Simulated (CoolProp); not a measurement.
A Linde-Hampson liquefier for methane: isothermal reversible compression at 200 K from 1 atm to 40 MPa, throttling to 1 atm, return gas leaving the recuperator 2 K below the feed. Each further row changes one setting.

Values from CoolProp's reference Helmholtz-energy equation of state, Setzmann 1991.

```csv
case,liquid yield per pass,compression work (kJ/kg of gas)
as stated,?,487
high pressure 80 MPa,0.418,593
warm-end temperature 230 K,?,609
warm-end gap 7 K,?,487
```

Problem. Some entries are withheld; supply them.

Solution. 
- as stated, liquid yield per pass: 0.494
- warm-end temperature 230 K, liquid yield per pass: 0.404
- warm-end gap 7 K, liquid yield per pass: 0.486
